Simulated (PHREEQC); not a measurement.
Dissolve 0.073 mol/kgw NH3 and 5.2e-05 mol/kgw K2CO3 at 25 °C. Closed to the air; pH follows from the charge balance.

All values are PHREEQC results (ion-association model, wateq4f.dat), not measurements.

```json
[
 {"quantity": "pH", "before": "11.05", "after": "10.02"},
 {"quantity": "ionic strength (mol/kgw)", "before": "0.00131", "after": "0.000107"}
]
```

Question: What was changed between the two runs?
A) NH3 replaced by (NH4)2SO4 at the same molality
B) diluted 100-fold with water
C) NH3 left out
D) temperature from 25 to 20 °C
E) NH3 from 0.073 to 0.365 mol/kgw

Answer: B, diluted 100-fold with water

No solid was allowed to form.
